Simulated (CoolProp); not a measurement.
Vapour-liquid equilibrium of benzene (1) + m-xylene (2) at 324.3 K; x and y are mole fractions of (1).

Model: multi-fluid Helmholtz-energy mixture model, Thol 2012 and Zhou 2012; pair parameters Bell 2016, in CoolProp.

Problem. Give the bubble pressure and the first vapour's composition at x = 0.35, 0.85, 0.95. Is there an azeotrope?

Solution. x = 0.35: 0.01617 MPa, y = 0.820; x = 0.85: 0.03274 MPa, y = 0.979; x = 0.95: 0.03613 MPa, y = 0.994. No azeotrope shows between x = 0.05 and 0.95.

The pair parameters rest on a limited set of measurements; away from them the model extrapolates.
